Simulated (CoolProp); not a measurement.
Saturation properties of R1233zd(E).

The numbers come from the reference Helmholtz-energy equation of state, Akasaka 2022 in CoolProp.

| T (K) | p (MPa) | liquid density (kg/m³) | vapour density (kg/m³) | enthalpy of vaporisation (kJ/kg) | liquid cp (kJ/(kg K)) |
|---|---|---|---|---|---|
| 349.1 | 0.5958 | 1127 | 31.38 | 161.2 | 1.316 |
| 352.6 | 0.6498 | 1117 | 34.26 | 158.8 | 1.327 |
| 356.1 | 0.7073 | 1106 | 37.36 | 156.3 | 1.339 |
| 359.6 | 0.7686 | 1095 | 40.69 | 153.7 | 1.352 |
| 363.1 | 0.8338 | 1084 | 44.29 | 151.0 | 1.365 |
| 366.6 | 0.9030 | 1072 | 48.16 | 148.2 | 1.379 |
| 370.1 | 0.9765 | 1060 | 52.33 | 145.3 | 1.395 |
| 373.6 | 1.054 | 1048 | 56.83 | 142.4 | 1.411 |
| 377.1 | 1.137 | 1036 | 61.69 | 139.3 | 1.428 |
| 380.6 | 1.224 | 1023 | 66.94 | 136.1 | 1.447 |
| 384.1 | 1.316 | 1009 | 72.63 | 132.7 | 1.468 |
| 387.6 | 1.413 | 995.6 | 78.80 | 129.3 | 1.491 |

It boils at 291.3 K under 1 atm.
